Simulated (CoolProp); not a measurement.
500 sccm (0 °C, 1 atm) of nitrogen bubbles through liquid toluene at 334.9 K and leaves saturated at a total pressure of 0.15 MPa (ideal gas phase). Each further row changes one setting.

Model: reference Helmholtz-energy equation of state, Lemmon 2006, in CoolProp. It is a short technical equation, of lower accuracy than the large ones.

```tsv
case	vapour pressure (kPa)	mole fraction of vapour	delivery (mg/min)	delivery (sccm)	change of delivery for a bath 1 K warmer (%)
as stated	19.9	0.132	314	76.3	4.6
bath temperature 339.9 K	24.1	0.161	393	95.6	4.6
total pressure 0.3 MPa	19.9	0.0662	146	35.5	4.3
```
